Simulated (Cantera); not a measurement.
Input: 1 mol borazine, 10 mol H2, 0.42 mol H2O, equilibrated at 1223.15 K and 41.0 Pa.

Cantera equilibrium calculation (NASA polynomials, part measured and part estimated; ideal gas, pure solids and liquids). Candidate condensed phases: B, BN, B2O3, B3O3H3, H2O; 39 gas species. The feed counts by its element totals alone. Mutual solubility and eutectic melting of coexisting phases are not modelled. Equilibrium is a limit: real reactors are often held back by kinetics, nucleation or transport.

Base state: H2 0.989, N2 0.0102, HBO2 0.000673, HBO 0.000312, H2O 0.000141, B2O3 4.71e-5, H 1.48e-5 (mole fractions); condensed: BN(s) + B2O3(l).

Problem. What changes in the equilibrium state with this change: H2O from 0.42 to 6.1 mol?

Solution. 
```csv
species,before,after
H2,0.989,0.843
N2,0.0102,0.0723
H2O,0.000141,0.0696
HBO2,0.000673,0.0150
HBO,0.000312,1.20e-5
H,1.48e-5,1.37e-5
B2O3,4.71e-5,4.71e-5
"BN(s), mol",2.72,0
"B2O3(l), mol",0.131,1.34
```

Problem. What changes in the equilibrium state with this change: borazine replaced by BCl3?

Solution. 
```tsv
species	before	after
H2	0.989	0.767
HCl	0	0.215
BCl3	0	0.00905
N2	0.0102	0
B3O3Cl3	0	0.00257
BOCl	0	0.00200
BCl2	0	4.83e-5
BCl	0	4.25e-5
B3O3H3	5.29e-8	9.38e-5
BN(s), mol	2.72	0
B2O3(l), mol	0.131	0.0817
B(s), mol	0	0.554
```
The tables' values for BOCl, BCl2, BCl are old estimates; treat these amounts as uncertain. Gases not in the tables: BHCl2.

Problem. What changes in the equilibrium state with this change: temperature from 1223.15 K to 1425 K?

Solution. 
```tsv
species	before	after
H2	0.989	0.968
N2	0.0102	0.0120
HBO	0.000312	0.0114
B2O3	4.71e-5	0.00335
B2O2	1.86e-6	0.00124
BO	1.95e-7	0.000114
H	1.48e-5	0.000332
BN(s), mol	2.72	2.67
B2O3(l), mol	0.131	0
```
